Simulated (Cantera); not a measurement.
Feed: 1 mol Fe(CO)5, 0.3 mol CO, 5 mol H2, held at 950 K and 0.128 Torr.

Method: chemical equilibrium by Gibbs-energy minimisation in Cantera with the NASA 1993 tables (ideal gas, pure condensed phases). Candidate condensed phases: C, C6H6, C7H8, C8H18, Fe, Fe(CO)5, FeO, Fe(OH)2, Fe(OH)3, Fe2O3, Fe3O4, H2O; 114 gas species. Condensed phases not in the tables: cementite and carbon dissolved in iron. The numbers say what is thermodynamically allowed, not how fast it happens.

Base state: CO 0.514, H2 0.485, CO2 7.53e-5, H2O 3.97e-5 (mole fractions); condensed: C(graphite) + Fe(α).

**Question.** What changes in the equilibrium state with this change: temperature from 950 K to 725 K?

**Answer.** 
```csv
species,before,after
H2,0.485,0.505
CO,0.514,0.440
CO2,7.53e-5,0.0477
H2O,3.97e-5,0.00726
CH4,6.71e-6,0.000222
"C(graphite), mol",0.00111,0.534
"Fe(α), mol",1.00,1.00
```
